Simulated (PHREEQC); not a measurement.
NaOH is added in steps, without added water, to 1 kg of water holding 0.0015 mol/kgw HF, 0.096 mol/kgw NaF, 3.2e-06 mol/kgw H4SiO4 and 0.11 mol/kgw H2SO4, at 20 °C. Oxygen is held at 0.21 atm. CO2 from the air is kept out. The run lets Chalcedony, Mirabilite precipitate or redissolve, and no other solid.

Base run: PHREEQC, ion-association model, wateq4f.dat. Each further column changes one thing. The table gives pH.

```
NaOH added (mol)   base  all activity coefficients set to 1  database phreeqc.dat  Debye-Hückel limiting law  metal-ligand complexes left out
----------------  -----  ----------------------------------  --------------------  -------------------------  -------------------------------
0                  1.32                                1.35                  1.31                       1.34                             1.34
0.03833            1.53                                1.61                  1.51                       1.51                             1.55
0.07667            1.80                                1.94                  1.78                       1.75                             1.84
0.115              2.21                                2.38                  2.15                       2.13                             2.25
0.1533             2.76                                2.94                  2.67                       2.67                             2.78
0.1917             3.39                                3.57                  3.34                       3.30                             3.42
0.23              11.92                               12.10                 11.91                      11.77                            11.91
```

wateq4f.dat counts part of the HF as a dimer, H2F2, which phreeqc.dat doesn't know; its constant is uncertain. SiF6-2 is the database's only silicon fluoride. phreeqc.dat and wateq4f.dat share most of their constants, so their agreement is no independent check. Solids allowed in the column 'database phreeqc.dat': SiO2(a).
